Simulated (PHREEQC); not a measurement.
**Reverse-osmosis permeate**

A made-up water analysis in mg/L, 25 °C, pH 6.45, pe 8.1:

```json
[
 {"constituent": "Na", "mg/L": "2.83"},
 {"constituent": "K", "mg/L": "4.45"},
 {"constituent": "Ca", "mg/L": "5.49"},
 {"constituent": "Mg", "mg/L": "2.9"},
 {"constituent": "Cl", "mg/L": "18.6"},
 {"constituent": "S(6) as SO4", "mg/L": "3.12"},
 {"constituent": "Alkalinity as HCO3", "mg/L": "11.1"},
 {"constituent": "Sr", "mg/L": "0.0335"}
]
```

Valence states are taken as typed.

All values are PHREEQC results (ion-association model, wateq4f.dat), not measurements.

Precipitation was switched off in this run.

**Question.** Predict the charge-balance error.

**Answer.** charge-balance error -1.4 %.

**Question.** In which forms is C present?

**Answer.** HCO3- 56 %, CO2 43 % of the C.
